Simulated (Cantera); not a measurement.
An isothermal, constant-pressure homogeneous reactor starts with 18.9 % H₂, 42.0 % O₂, 39.1 % N₂, equivalence ratio 0.23, at 1375 K and 0.00148 atm.

Computed with Cantera and the H2/O2 subset of GRI-Mech 3.0, which has no nitrogen chemistry. Radical loss at walls, strong at low pressure, is not modelled. The temperature is held fixed by assumption; the heat of reaction is taken as removed at once.

x: mole fraction; the columns are a selection and need not sum to one.

| t (s) | x H₂ | x O₂ | x O | x H₂O | x H |
|---|---|---|---|---|---|
| 0.000100 | 0.189 | 0.420 | 1.42e-9 | 3.88e-10 | 1.37e-8 |
| 0.000501 | 0.189 | 0.420 | 2.70e-8 | 3.30e-8 | 7.99e-8 |
| 0.00251 | 0.189 | 0.420 | 2.78e-6 | 8.46e-6 | 6.05e-6 |
| 0.0126 | 0.0134 | 0.315 | 0.0633 | 0.134 | 0.0703 |
| 0.0632 | 0.0130 | 0.315 | 0.0628 | 0.136 | 0.0686 |
| 0.317 | 0.0123 | 0.319 | 0.0576 | 0.142 | 0.0610 |
| 1.59 | 0.00895 | 0.333 | 0.0370 | 0.168 | 0.0327 |
| 7.96 | (withheld) | 0.355 | (withheld) | 0.203 | (withheld) |
| 39.9 | 6.14e-5 | 0.359 | 0.000220 | 0.208 | 1.55e-5 |
| 200 | (withheld) | 0.360 | (withheld) | 0.209 | (withheld) |

Problem. Complete the blanks.

Solution. 
- 7.96, x H₂: 0.00152
- 7.96, x O: 0.00552
- 7.96, x H: 0.00194
- 200, x H₂: 5.40e-6
- 200, x O: 1.93e-5
- 200, x H: 4.03e-7
